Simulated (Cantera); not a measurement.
An adiabatic, constant-pressure homogeneous reactor starts with H2 : O2 : N2 = 1 : 0.417 : 1.57 (molar parts), equivalence ratio 1.2, at 1275 K and 2.17 atm. Integrator tolerance rtol = 1e-08.

Detailed kinetics in Cantera: the H2/O2 subset of GRI-Mech 3.0, which has no nitrogen chemistry. The hydrogen kinetics of GRI-Mech 3.0 are dated; newer H2 mechanisms differ, most at raised pressure.

What does this change do: constant volume in place of constant pressure?


| quantity | before | after |
|---|---|---|
| time of steepest temperature rise | 15.2 µs | 14.8 µs |
| temperature at 0.800 s | 2873 K | 3068 K |
| equilibrium temperature | 2873 K | 3068 K |
| x(H2) at 0.800 s | 0.0770 (gas-phase equilibrium 0.0770) | 0.0827 (gas-phase equilibrium 0.0827) |
| x(O2) at 0.800 s | 0.00501 (gas-phase equilibrium 0.00501) | 0.00685 (gas-phase equilibrium 0.00685) |
| x(H) at 0.800 s | 0.0198 (gas-phase equilibrium 0.0198) | 0.0258 (gas-phase equilibrium 0.0258) |
| x(HO2) at 0.800 s | 4.12e-6 (gas-phase equilibrium 4.12e-6) | 8.79e-6 (gas-phase equilibrium 8.79e-6) |
| x(H2O) at 0.800 s | 0.280 (gas-phase equilibrium 0.280) | 0.264 (gas-phase equilibrium 0.264) |
Above 3000 K some thermodynamic fits are extrapolated.
